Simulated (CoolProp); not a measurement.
Acetone along the isobar 0.101 MPa: Z from the reference equation and from simpler models built on Tc = 235.0 °C, pc = 4.692 MPa, ω = 0.307; each cubic takes its own stable root.

Computed with CoolProp (reference Helmholtz-energy equation of state, Lemmon 2006). It is a short technical equation, of lower accuracy than the large ones.

```csv
T (°C),phase,reference
-31.55,liquid,0.003452
-18.15,liquid,0.003327
-4.65,liquid,0.003215
8.85,liquid,0.003117
22.25,liquid,0.003032
35.75,liquid,0.002956
49.25,liquid,0.002891
62.75,gas,0.9533
76.15,gas,0.9615
89.65,gas,0.9678
103.15,gas,0.9726
116.55,gas,0.9765
130.05,gas,0.9796
143.55,gas,0.9821
157.05,gas,0.9842
```

Problem. How far does each simpler model (Soave-Redlich-Kwong, Peng-Robinson) lie from the reference over these 15 states: mean and median of the absolute difference, and the worst?

Solution. 
- Soave-Redlich-Kwong: mean 13.8 %, median 2.1 %, worst +29.6 % at -31.55 °C and 0.101 MPa
- Peng-Robinson: mean 7.0 %, median 2.0 %, worst +15.3 % at -31.55 °C and 0.101 MPa
